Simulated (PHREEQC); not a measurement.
Solution (25 °C): 180 mmol/kgw CdCl2. Closed to the air; pH follows from the charge balance.

Equilibrium calculation in PHREEQC: ion-association model, phreeqc.dat.

Each row changes one thing in this solution. No solid was allowed to form.

```tsv
case	pH	ionic strength (mol/kgw)	Cl- (mol/kgw)
as made	5.28	0.187	0.158
diluted 10-fold with water	5.75	[?]	0.0251
CdCl2 from 0.18 to 0.09 mol/kgw	[?]	0.113	[?]
CdCl2 replaced by AlCl3 at the same molality	3.15	1.08	0.540
0.0029 mol/kgw KHSO4 added	[?]	0.193	0.160
```

Task: Fill in the missing entries.

Result: 
- diluted 10-fold with water, ionic strength (mol/kgw): 0.0329
- CdCl2 from 0.18 to 0.09 mol/kgw, pH: 5.41
- CdCl2 from 0.18 to 0.09 mol/kgw, Cl- (mol/kgw): 0.0939
- 0.0029 mol/kgw KHSO4 added, pH: 2.66

The ionic strength passes 0.7 mol/kgw, the rough limit of the ion-association models, in CdCl2 replaced by AlCl3 at the same molality. Complexes and solids missing from the database can't appear.
